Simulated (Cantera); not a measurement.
What does this Cantera script print?

```python
import numpy as np
import cantera as ct

gas_names = """
    H HNO HNO2 HNO3 HO2 H2 H2O H2O2 N NH NH2 NH3 NH2OH NO NO2 NO3 N2 N2H2 N2H4 N2O O OH O2 O3 Si SiH
    SiH2 SiH3 SiH4 SiN SiO SiO2 Si2 Si2N Si3
""".split()
cond_names = """
    H2O(s) H2O(L) Si(cr) Si(L) SiO2(Lqz) SiO2(hqz) SiO2(L) Si2N2O(s) Si3N4(a)
""".split()


# ... load() reads the species with a 1 bar reference pressure and builds the phases ...
atoms = {
    'Si3N4': {'Si': 3, 'N': 4},
    'O2': {'O': 2},
    'H2': {'H': 2},
}
top_T = {'Si2N2O(s)': 2100, 'Si3N4(a)': 2400}  # K; cautious upper limits of use, not melting points


# ... equilibrate(T, P, feed) seeds the gas with the atoms and calls Mixture.equilibrate('TP', solver="vcs", rtol=1e-11, max_steps=5000) ...
results = []
P = 0.4  # Pa
for T in [1298, 1323, 1348, 1373, 1398, 1423, 1448, 1473, 1498, 1523, 1548, 1573, 1598, 1623]:
    for m in [0.15, 0.22, 0.29, 0.36, 0.44, 0.51, 0.58, 0.65, 0.73]:
        feed = {'Si3N4': 1, 'O2': m, 'H2': 170}  # mol
        mix = equilibrate(T, P, feed)
        results.append((T, P, feed, dict(zip(mix.species_names, mix.species_moles))))

for T, P, feed, n in results:
    print(f"{T:7g} {feed['O2']:10.4g}  " + (" + ".join(c for c in cond_names if n.get(c, 0) > 1e-12) or "gas only"))
```

Output:

```
   1298       0.15  Si(cr)
   1298       0.22  Si(cr)
   1298       0.29  Si(cr)
   1298       0.36  Si(cr)
   1298       0.44  Si(cr)
   1298       0.51  Si(cr)
   1298       0.58  Si(cr)
   1298       0.65  Si(cr) + Si2N2O(s)
   1298       0.73  Si(cr) + Si2N2O(s)
   1323       0.15  Si(cr)
   1323       0.22  Si(cr)
   1323       0.29  Si(cr)
   1323       0.36  Si(cr)
   1323       0.44  Si(cr)
   1323       0.51  Si(cr)
   1323       0.58  Si(cr)
   1323       0.65  Si(cr)
   1323       0.73  Si(cr)
   1348       0.15  Si(cr)
   1348       0.22  Si(cr)
   1348       0.29  Si(cr)
   1348       0.36  Si(cr)
   1348       0.44  Si(cr)
   1348       0.51  Si(cr)
   1348       0.58  Si(cr)
   1348       0.65  Si(cr)
   1348       0.73  Si(cr)
   1373       0.15  Si(cr)
   1373       0.22  Si(cr)
   1373       0.29  Si(cr)
   1373       0.36  Si(cr)
   1373       0.44  Si(cr)
   1373       0.51  Si(cr)
   1373       0.58  Si(cr)
   1373       0.65  Si(cr)
   1373       0.73  Si(cr)
   1398       0.15  Si(cr)
   1398       0.22  Si(cr)
   1398       0.29  Si(cr)
   1398       0.36  Si(cr)
   1398       0.44  Si(cr)
   1398       0.51  Si(cr)
   1398       0.58  Si(cr)
   1398       0.65  Si(cr)
   1398       0.73  Si(cr)
   1423       0.15  Si(cr)
   1423       0.22  Si(cr)
   1423       0.29  Si(cr)
   1423       0.36  Si(cr)
   1423       0.44  Si(cr)
   1423       0.51  Si(cr)
   1423       0.58  Si(cr)
   1423       0.65  Si(cr)
   1423       0.73  Si(cr)
   1448       0.15  Si(cr)
   1448       0.22  Si(cr)
   1448       0.29  Si(cr)
   1448       0.36  Si(cr)
   1448       0.44  Si(cr)
   1448       0.51  Si(cr)
   1448       0.58  Si(cr)
   1448       0.65  Si(cr)
   1448       0.73  Si(cr)
   1473       0.15  Si(cr)
   1473       0.22  Si(cr)
   1473       0.29  Si(cr)
   1473       0.36  Si(cr)
   1473       0.44  Si(cr)
   1473       0.51  Si(cr)
   1473       0.58  Si(cr)
   1473       0.65  Si(cr)
   1473       0.73  Si(cr)
   1498       0.15  Si(cr)
   1498       0.22  Si(cr)
   1498       0.29  Si(cr)
   1498       0.36  Si(cr)
   1498       0.44  Si(cr)
   1498       0.51  Si(cr)
   1498       0.58  Si(cr)
   1498       0.65  Si(cr)
   1498       0.73  Si(cr)
   1523       0.15  Si(cr)
   1523       0.22  Si(cr)
   1523       0.29  Si(cr)
   1523       0.36  Si(cr)
   1523       0.44  Si(cr)
   1523       0.51  Si(cr)
   1523       0.58  Si(cr)
   1523       0.65  Si(cr)
   1523       0.73  Si(cr)
   1548       0.15  Si(cr)
   1548       0.22  Si(cr)
   1548       0.29  Si(cr)
   1548       0.36  Si(cr)
   1548       0.44  Si(cr)
   1548       0.51  Si(cr)
   1548       0.58  Si(cr)
   1548       0.65  Si(cr)
   1548       0.73  Si(cr)
   1573       0.15  Si(cr)
   1573       0.22  Si(cr)
   1573       0.29  gas only
   1573       0.36  gas only
   1573       0.44  gas only
   1573       0.51  gas only
   1573       0.58  gas only
   1573       0.65  gas only
   1573       0.73  gas only
   1598       0.15  gas only
   1598       0.22  gas only
   1598       0.29  gas only
   1598       0.36  gas only
   1598       0.44  gas only
   1598       0.51  gas only
   1598       0.58  gas only
   1598       0.65  gas only
   1598       0.73  gas only
   1623       0.15  gas only
   1623       0.22  gas only
   1623       0.29  gas only
   1623       0.36  gas only
   1623       0.44  gas only
   1623       0.51  gas only
   1623       0.58  gas only
   1623       0.65  gas only
   1623       0.73  gas only
```

Equilibrium computed with Cantera from the NASA thermochemical tables; the gas is ideal and each condensed phase is pure. Mutual solubility and eutectic melting of coexisting phases are not modelled.
